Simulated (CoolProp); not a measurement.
Vapour-liquid equilibrium of R125 (1) + propylene (2) at 0.874 MPa; x and y are mole fractions of (1).

Computed with CoolProp (multi-fluid Helmholtz-energy mixture model, Lemmon 2005 and Lemmon 2013; pair parameters Bell 2016).

| x | bubble temperature, mixture model (K) | bubble temperature, Raoult's law (K) | y, mixture model | y, Raoult's law |
|---|---|---|---|---|
| 0.05 | 284.5 | 287.1 | 0.107 | 0.058 |
| 0.125 | 281.4 | 286.6 | 0.224 | 0.144 |
| 0.2 | 279.4 | 286.1 | 0.310 | 0.227 |
| 0.275 | 278.0 | 285.7 | 0.377 | 0.308 |
| 0.35 | 277.1 | 285.2 | 0.432 | 0.387 |
| 0.425 | 276.5 | 284.8 | 0.480 | 0.464 |
| 0.5 | 276.2 | 284.4 | 0.526 | 0.539 |
| 0.575 | 276.1 | 284.0 | 0.572 | 0.613 |
| 0.65 | 276.3 | 283.6 | 0.621 | 0.684 |
| 0.725 | 276.7 | 283.2 | 0.676 | 0.755 |
| 0.8 | 277.4 | 282.8 | 0.740 | 0.824 |
| 0.875 | 278.6 | 282.4 | 0.819 | 0.891 |
| 0.95 | 280.3 | 282.1 | 0.918 | 0.957 |

The largest gap from Raoult's law is -8.3 K in bubble temperature, at x = 0.425. y crosses x between x = 0.5 and 0.575: the model has an azeotrope there.

Pair parameters are fitted to limited data, so mixtures are less certain than the pure fluids.
